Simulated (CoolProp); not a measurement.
Values from CoolProp's reference Helmholtz-energy equation of state, de Reuck 1993.

Task: Give the vapour pressure (MPa), vapour density (kg/m³), liquid cp (kJ/(kg K)), liquid viscosity (µPa s) of saturated methanol at 296.7, 303.6, 310.4 K.

Result: 
| T (K) | p (MPa) | vapour density (kg/m³) | liquid cp (kJ/(kg K)) | liquid viscosity (µPa s) |
|---|---|---|---|---|
| 296.7 | 0.0157 | 0.209 | 2.53 | 555 |
| 303.6 | 0.0224 | 0.292 | 2.57 | 503 |
| 310.4 | 0.0312 | 0.400 | 2.61 | 458 |

Viscosity comes from a separate model (Xiang 2006).
